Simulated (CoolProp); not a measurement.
Saturation properties of methane (Tc = 190.6 K, pc = 4599 kPa, ω = 0.011).

Computed with CoolProp (reference Helmholtz-energy equation of state, Setzmann 1991).

```tsv
T (K)	p (kPa)	liquid density (kg/m³)	liquid viscosity (µPa s)
123.5	243.5	404.5	91.6
129.7	360.7	394.5	81.6
136	518.2	383.9	73.0
142.3	720.8	372.7	65.5
148.6	975.6	360.7	58.8
154.9	1290	347.7	52.7
161.1	1663	333.7	47.1
167.4	2117	317.8	41.7
```

It boils at 111.7 K under 1 atm.

Viscosity comes from a separate model (Quiñones-Cisneros 2006).
